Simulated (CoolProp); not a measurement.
Saturation properties of R1336mzz(E).

Computed with CoolProp (reference Helmholtz-energy equation of state, Akasaka 2023).

```json
[
 {"T (K)": "320", "p (MPa)": "0.3922", "liquid density (kg/m³)": "1254", "vapour density (kg/m³)": "27.77", "enthalpy of vaporisation (kJ/kg)": "131.7", "liquid cp (kJ/(kg K))": "1.281"},
 {"T (K)": "324.1", "p (MPa)": "0.4423", "liquid density (kg/m³)": "1240", "vapour density (kg/m³)": "(withheld)", "enthalpy of vaporisation (kJ/kg)": "129.1", "liquid cp (kJ/(kg K))": "1.290"},
 {"T (K)": "328.3", "p (MPa)": "0.4986", "liquid density (kg/m³)": "1224", "vapour density (kg/m³)": "35.39", "enthalpy of vaporisation (kJ/kg)": "126.3", "liquid cp (kJ/(kg K))": "1.300"},
 {"T (K)": "332.4", "p (MPa)": "0.5587", "liquid density (kg/m³)": "1209", "vapour density (kg/m³)": "39.78", "enthalpy of vaporisation (kJ/kg)": "123.5", "liquid cp (kJ/(kg K))": "1.311"},
 {"T (K)": "336.5", "p (MPa)": "0.6240", "liquid density (kg/m³)": "1192", "vapour density (kg/m³)": "44.62", "enthalpy of vaporisation (kJ/kg)": "120.6", "liquid cp (kJ/(kg K))": "1.323"},
 {"T (K)": "340.7", "p (MPa)": "0.6968", "liquid density (kg/m³)": "1175", "vapour density (kg/m³)": "50.12", "enthalpy of vaporisation (kJ/kg)": "117.5", "liquid cp (kJ/(kg K))": "1.337"},
 {"T (K)": "344.8", "p (MPa)": "0.7739", "liquid density (kg/m³)": "1158", "vapour density (kg/m³)": "56.06", "enthalpy of vaporisation (kJ/kg)": "114.4", "liquid cp (kJ/(kg K))": "(withheld)"},
 {"T (K)": "348.9", "p (MPa)": "0.8572", "liquid density (kg/m³)": "1139", "vapour density (kg/m³)": "62.65", "enthalpy of vaporisation (kJ/kg)": "111.1", "liquid cp (kJ/(kg K))": "1.369"},
 {"T (K)": "353.1", "p (MPa)": "(withheld)", "liquid density (kg/m³)": "1120", "vapour density (kg/m³)": "70.15", "enthalpy of vaporisation (kJ/kg)": "107.6", "liquid cp (kJ/(kg K))": "(withheld)"},
 {"T (K)": "357.2", "p (MPa)": "1.046", "liquid density (kg/m³)": "1099", "vapour density (kg/m³)": "78.31", "enthalpy of vaporisation (kJ/kg)": "(withheld)", "liquid cp (kJ/(kg K))": "1.411"},
 {"T (K)": "361.3", "p (MPa)": "1.151", "liquid density (kg/m³)": "1078", "vapour density (kg/m³)": "87.41", "enthalpy of vaporisation (kJ/kg)": "100.2", "liquid cp (kJ/(kg K))": "(withheld)"},
 {"T (K)": "365.5", "p (MPa)": "1.266", "liquid density (kg/m³)": "(withheld)", "vapour density (kg/m³)": "97.88", "enthalpy of vaporisation (kJ/kg)": "96.08", "liquid cp (kJ/(kg K))": "1.469"}
]
```

Question: Complete the blanks.

Answer: 
- 324.1, vapour density (kg/m³): 31.34
- 344.8, liquid cp (kJ/(kg K)): 1.352
- 353.1, p (MPa): 0.9494
- 353.1, liquid cp (kJ/(kg K)): 1.389
- 357.2, enthalpy of vaporisation (kJ/kg): 104.0
- 361.3, liquid cp (kJ/(kg K)): 1.437
- 365.5, liquid density (kg/m³): 1055

It boils at 281.0 K under 1 atm.
